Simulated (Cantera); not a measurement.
Charge: 1 mol SiH₂Cl₂, 1.1 mol O₃, 39 mol H₂, equilibrated at 75.0 Torr.

These are equilibrium values from Cantera (NASA tables, ideal gas, pure condensed phases), not measurements of a reactor. Candidate condensed phases: H₂O, Si, SiO₂; 30 gas species. The tables hold silica as quartz up to 1696 K and as liquid above; real silica turns to tridymite and cristobalite and melts near 1996 K. Kinetics and transport are ignored.

log p: log10 of the partial pressure in bar; n: condensed amount in mol.

```tsv
T (K)	log p H₂	log p HCl	log p H₂O	log p H	log p SiO	log p Cl	n SiO₂(β-quartz)	n SiO₂(condensed)
1225	-1.04	-2.31	-2.50	-7.02	-11.56	-8.36	1.00	0
1325	-1.04	-2.31	-2.50	…	…	…	1.00	0
1425	-1.04	-2.31	-2.50	-5.68	-8.30	-7.05	1.000	0
1525	-1.04	-2.31	-2.50	-5.14	-6.99	-6.52	1.000	0
1625	-1.04	-2.31	-2.50	…	…	…	0.999	0
1725	-1.04	-2.31	-2.50	-4.25	-4.86	-5.64	0	0.994
1825	-1.04	-2.31	-2.49	-3.88	-4.00	-5.27	0	0.959
```

Problem. What belongs in the gaps?

Solution. 
- 1325, log p H: -6.30
- 1325, log p SiO: -9.80
- 1325, log p Cl: -7.66
- 1625, log p H: -4.67
- 1625, log p SiO: -5.86
- 1625, log p Cl: -6.05
